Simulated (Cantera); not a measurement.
# Reactions in the system N-Nb-O

Source: NASA polynomial tables (part measured, part estimated), evaluated in Cantera. Values are per mole of reaction as written; species without (g) are pure solids or liquids, kept so even where they would boil at 1 bar.

NO₂(g) + Nb ⇌ NbO₂(g) + N(g)

| T (K) | ΔH° (kJ) | ΔS° (J/K) | ΔG° (kJ) | log10 K |
|---|---|---|---|---|
| 1723 | 232.8 | 146.1 | -18.9 | 0.57 |
| 1823 | 231.7 | 145.5 | -33.5 | 0.96 |
| 1923 | 230.5 | 144.8 | -48.0 | 1.30 |
| 2023 | 229.2 | 144.2 | -62.4 | 1.61 |
| 2123 | 227.8 | 143.5 | -76.8 | 1.89 |
| 2223 | 226.3 | 142.8 | -91.1 | 2.14 |
| 2323 | 224.7 | 142.1 | -105.4 | 2.37 |
| 2423 | 222.9 | 141.3 | -119.6 | 2.58 |
| 2523 | 220.9 | 140.5 | -133.7 | 2.77 |
| 2623 | 218.8 | 139.7 | -147.7 | 2.94 |
| 2723 | 216.5 | 138.8 | -161.6 | 3.10 |
